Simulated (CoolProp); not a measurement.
Model: reference Helmholtz-energy equation of state, Kamei 1995, in CoolProp.

**Question.** For R22, give the phase and the density (kg/m³), cp (kJ/(kg K)), isothermal compressibility (1/MPa), expansivity (1/kK) at 194.2 K and 0.531 MPa; 328.8 K and 0.531 MPa; 386.5 K and 0.531 MPa.

**Answer.** 
- 194.2 K and 0.531 MPa: liquid; density 1520, cp 1.06, isothermal compressibility 0.000999, expansivity 1.77
- 328.8 K and 0.531 MPa: gas; density 17.8, cp 0.734, isothermal compressibility 2.00, expansivity 3.70
- 386.5 K and 0.531 MPa: gas; density 14.8, cp 0.772, isothermal compressibility 1.95, expansivity 2.89
